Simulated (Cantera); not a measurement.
A perfectly stirred reactor is fed with CH4 : H2 : N2 = 0.018 : 1 : 0.00053 (molar parts), at 0.0190 bar; it is held at 1700 K, and followed from long to short residence time.

Model: GRI-Mech 3.0 (53 species, 325 reactions), integrated in Cantera. GRI-Mech 3.0 stops at C3 and has no aromatics, soot or wall deposition, so with more carbon than oxygen in the feed, carbon stays in small species such as C2H2 where larger ones or solid carbon would form. Radical loss at walls, strong at low pressure, is not modelled.

**Question.** What does this change do: temperature 1700 to 2875 K?

**Answer.** 
```
quantity                  before     after
----------------------  --------  --------
x(CH4) at τ = 3.00 s     0.00770   2.29e-7
x(H2) at τ = 3.00 s        0.986     0.479
x(H) at τ = 3.00 s      0.000962     0.514
x(C2H2) at τ = 3.00 s    0.00481   0.00529
x(CH3) at τ = 3.00 s    0.000152   3.96e-6
x(CH4) at τ = 44.0 ms     0.0174   3.28e-5
x(H2) at τ = 44.0 ms       0.981     0.801
x(H) at τ = 44.0 ms     0.000383     0.191
x(C2H2) at τ = 44.0 ms   5.12e-5   0.00740
x(CH3) at τ = 44.0 ms   0.000138  0.000126
```
